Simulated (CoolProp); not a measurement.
Vapour-liquid equilibrium of R125 (1) + n-butane (2) at -12.95 °C; x and y are mole fractions of (1).

Computed with CoolProp (multi-fluid Helmholtz-energy mixture model, Lemmon 2005 and Bücker 2006; pair parameters Bell 2016).

```
x      bubble pressure, mixture model (bar)  bubble pressure, Raoult's law (bar)  y, mixture model  y, Raoult's law
-----  ------------------------------------  -----------------------------------  ----------------  ---------------
0.05                                  1.453                               0.8020             0.583            0.272
0.125                                 2.364                                1.083             0.751            0.503
0.2                                   2.955                                1.363             0.807            0.639
0.275                                 3.325                                1.644             0.834            0.729
0.35                                  3.551                                1.924             0.848            0.792
0.425                                 3.691                                2.205             0.857            0.840
0.5                                   3.785                                2.485             0.864            0.876
0.575                                 3.861                                2.766             0.870            0.906
0.65                                  3.936                                3.046             0.877            0.929
0.725                                 4.019                                3.327             0.887            0.949
0.8                                   4.114                                3.607             0.902            0.966
0.875                                 4.216                                3.888             0.926            0.980
0.95                                  4.312                                4.168             0.963            0.993
```

The largest gap from Raoult's law is +118.3 % in bubble pressure, at x = 0.125. No azeotrope shows between x = 0.05 and 0.95.

The pair parameters rest on a limited set of measurements; away from them the model extrapolates. With so large a gap from Raoult's law the liquid may split in two, which this calculation doesn't test in full.
